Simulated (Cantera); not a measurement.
Mixture: H2 : O2 : N2 : H2O = 1 : 1.19 : 4.48 : 1.8 (molar parts), at 7500 Torr, adiabatic and at constant pressure. Ignition delay is the time to a rise of 400 K.

Computed with Cantera and the H2/O2 subset of GRI-Mech 3.0, which has no nitrogen chemistry. The hydrogen kinetics of GRI-Mech 3.0 are dated; newer H2 mechanisms differ, most at raised pressure. Below about 950 K walls govern HO2 and H2O2 in real vessels.

Q: What does this change do: H2 1 to 2.4 parts?

A: 
| quantity | before | after |
|---|---|---|
| delay at 900 K | 0.198 s | 0.121 s |
| delay at 1000 K | 17.9 ms | 11.0 ms |
| delay at 1100 K | 2.52 ms | 1.54 ms |
| delay at 1200 K | 0.452 ms | 0.275 ms |
| apparent activation energy between 1150 and 1250 K | 200 kJ/mol | 200 kJ/mol |
